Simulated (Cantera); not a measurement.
A closed system holds: 1 mol SiH2Cl2, 0.75 mol CH4, 21 mol H2, equilibrated at 2423 K and 5.25 Torr.

Equilibrium computed with Cantera from the NASA thermochemical tables; the gas is ideal and each condensed phase is pure. Candidate condensed phases: C, C6H6, C7H8, C8H18, Si, SiC; 109 gas species. The tables' values for SiCl are old estimates; treat these amounts as uncertain. Gases not in the tables: Si2H6 and higher silanes. Equilibrium is a limit: real reactors are often held back by kinetics, nucleation or transport.

Base state: H2 0.712, H 0.179, HCl 0.0588, Si 0.0260, Cl 0.0105, C2H2 (acetylene) 0.00551, SiC2 0.00537, Si2C 0.00106 (mole fractions); condensed: C(graphite).

### Question
What changes in the equilibrium state with this change: SiH2Cl2 replaced by Si(CH3)4?

### Answer
| species | before | after |
|---|---|---|
| H2 | 0.712 | 0.777 |
| H | 0.179 | 0.187 |
| Si | 0.0260 | 0.0235 |
| HCl | 0.0588 | 0 |
| Cl | 0.0105 | 0 |
| SiCl | 0.000836 | 0 |
| SiCl2 | 0.000531 | 0 |
| C(graphite), mol | 0.0992 | 4.00 |

### Question
What changes in the equilibrium state with this change: H2 from 21 to 60 mol?

### Answer
| species | before | after |
|---|---|---|
| H2 | 0.712 | 0.769 |
| H | 0.179 | 0.186 |
| HCl | 0.0588 | 0.0238 |
| Si | 0.0260 | 0.0117 |
| Cl | 0.0105 | 0.00409 |
| SiCl2 | 0.000531 | 3.62e-5 |
| Si2C | 0.00106 | 0.000169 |
| SiCl | 0.000836 | 0.000147 |
| Si2 | 4.30e-5 | 8.75e-6 |
| C(graphite), mol | 0.0992 | 0 |

### Question
What changes in the equilibrium state with this change: temperature from 2423 K to 1750 K?

### Answer
```csv
species,before,after
H2,0.712,0.926
HCl,0.0588,0.0614
SiCl2,0.000531,0.00987
H,0.179,0.00267
Si,0.0260,0.000156
Cl,0.0105,0.000137
SiC2,0.00537,1.15e-9
C2H,8.39e-5,<1e-9
C2H2 (acetylene),0.00551,7.26e-8
C3,2.06e-5,<1e-9
"C(graphite), mol",0.0992,0
"SiC(s), mol",0,0.750
```
The tables' values for SiCl, SiCl3 are old estimates; treat these amounts as uncertain.
